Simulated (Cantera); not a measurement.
## Diamond growth

A diamond (100) surface in a fixed gas of H2 with x(CH4) = 0.0046, x(H) = 0.0029, at 1323 K, 48.8 Torr; coverages are run to steady state.

Computed with Cantera and the Harris–Goodwin 1993 mechanism for the reconstructed diamond (100) surface.

| x(CH3) | growth (µm/h) | θ c6HH | θ c6H* | θ c6*H | θ c6** | θ c6HM |
|---|---|---|---|---|---|---|
| 1e-06 | 0.0112 | 0.384 | 0.0509 | 0.523 | 0.0421 | 1.87e-6 |
| 2.9e-06 | 0.0326 | 0.384 | 0.0509 | 0.523 | 0.0421 | 5.43e-6 |
| 8.2e-06 | 0.0921 | 0.384 | 0.0509 | 0.523 | 0.0420 | 1.53e-5 |
| 2.3e-05 | 0.258 | 0.384 | 0.0509 | 0.523 | 0.0420 | 4.30e-5 |
| 6.6e-05 | 0.738 | 0.384 | 0.0509 | 0.523 | 0.0419 | 0.000123 |
| 0.00019 | 2.11 | 0.384 | 0.0508 | 0.523 | 0.0415 | 0.000354 |
| 0.00054 | 5.87 | 0.383 | 0.0507 | 0.521 | 0.0405 | 0.000994 |
| 0.0015 | 15.4 | 0.382 | 0.0504 | 0.518 | 0.0380 | 0.00269 |
| 0.0044 | 39.0 | 0.378 | 0.0496 | 0.510 | 0.0319 | 0.00737 |
θ: site fractions in the mechanism's names (c6HH fully hydrogenated, c6H* and c6*H radical sites, c6** diradical, c6HM methylated).
